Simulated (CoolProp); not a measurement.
Vapour-liquid equilibrium of benzene (1) + n-nonane (2) at 0.0671 MPa; x and y are mole fractions of (1).

Model: multi-fluid Helmholtz-energy mixture model, Thol 2012 and Lemmon 2006; pair parameters Bell 2016, in CoolProp.

Give the bubble temperature and the first vapour's composition at x = 0.275, 0.5, 0.65. Is there an azeotrope?

x = 0.275: 366.6 K, y = 0.806; x = 0.5: 354.8 K, y = 0.905; x = 0.65: 349.8 K, y = 0.939. No azeotrope shows between x = 0.05 and 0.95.

Pair parameters are fitted to limited data, so mixtures are less certain than the pure fluids.
